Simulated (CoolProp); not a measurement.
Vapour-liquid equilibrium of R143a (1) + R1234yf (2) at 1.41 MPa; x and y are mole fractions of (1).

Values from CoolProp's multi-fluid Helmholtz-energy mixture model, Lemmon and Jacobsen 2000 and Lemmon 2022; pair parameters Bell 2016.

```tsv
x	bubble temperature, mixture model (K)	bubble temperature, Raoult's law (K)	y, mixture model	y, Raoult's law
0.05	324.9	324.9	0.073	0.085
0.125	322.6	322.6	0.177	0.202
0.2	320.4	320.4	0.272	0.308
0.275	318.3	318.4	0.362	0.404
0.35	316.3	316.4	0.445	0.491
0.425	314.4	314.5	0.523	0.570
0.5	312.7	312.7	0.596	0.643
0.575	311.0	311.0	0.666	0.709
0.65	309.3	309.4	0.731	0.771
0.725	307.8	307.8	0.794	0.827
0.8	306.2	306.3	0.853	0.879
0.875	304.8	304.8	0.910	0.927
0.95	303.4	303.4	0.965	0.972
```

The largest gap from Raoult's law is -0.1 K in bubble temperature, at x = 0.275. No azeotrope shows between x = 0.05 and 0.95.

The pair parameters rest on a limited set of measurements; away from them the model extrapolates.
